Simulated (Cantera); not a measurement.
Cantera run:

```python
import numpy as np
import cantera as ct

gas_names = """
    H2 H2O2
""".split()
cond_names = """
    V2O4(I) V2O4(II) V2O4(L) V2O3(s) V2O3(L)
""".split()


# ... load() reads the species with a 1 bar reference pressure and builds the phases ...
species = {s.name: s for s in load("nasa_gas.yaml", gas_names) + load("nasa_condensed.yaml", cond_names)}
# Each term lists the table entries of one substance; the one whose range holds T is used.
reactions = {
    '2 V2O4 + H2(g) = 2 V2O3 + H2O2(g)':
        [(-2, ['V2O4(I)', 'V2O4(II)', 'V2O4(L)']), (-1, ['H2']), (2, ['V2O3(s)', 'V2O3(L)']), (1, ['H2O2'])],
}


def pick(names, T):
    return next(species[n] for n in names if species[n].thermo.min_temp <= T <= species[n].thermo.max_temp)


results = []
for label, terms in reactions.items():
    print(label)
    print("     T/K   dH/kJ  dS/(J/K)   dG/kJ   log10 K")
    for T in [973, 998, 1023, 1048, 1073, 1098, 1123, 1148, 1173, 1198]:
        used = [(nu, pick(names, T)) for nu, names in terms]
        dH = sum(nu * s.thermo.h(T) for nu, s in used) / 1e6
        dS = sum(nu * s.thermo.s(T) for nu, s in used) / 1e3
        dG = dH - T * dS / 1e3
        logK = -dG * 1e6 / (ct.gas_constant * T * np.log(10))
        results.append((label, T, dH, dS, dG, logK, [s.name for _, s in used]))
        print(f"{T:8g} {dH:8.1f} {dS:8.1f} {dG:8.1f} {logK:8.2f}")
```

It prints:

```
2 V2O4 + H2(g) = 2 V2O3 + H2O2(g)
     T/K   dH/kJ  dS/(J/K)   dG/kJ   log10 K
     973    251.3     20.8    231.1   -12.41
     998    250.9     20.4    230.6   -12.07
    1023    250.6     20.1    230.1   -11.75
    1048    250.3     19.8    229.6   -11.44
    1073    250.0     19.5    229.1   -11.15
    1098    249.7     19.2    228.6   -10.87
    1123    249.4     19.0    228.1   -10.61
    1148    249.2     18.8    227.6   -10.36
    1173    248.9     18.6    227.2   -10.12
    1198    248.7     18.4    226.7    -9.89
```

Cantera with NASA thermochemical tables; ideal gases at 1 bar, condensed phases pure. Condensed species are held in their standard states even where they would react or evaporate.
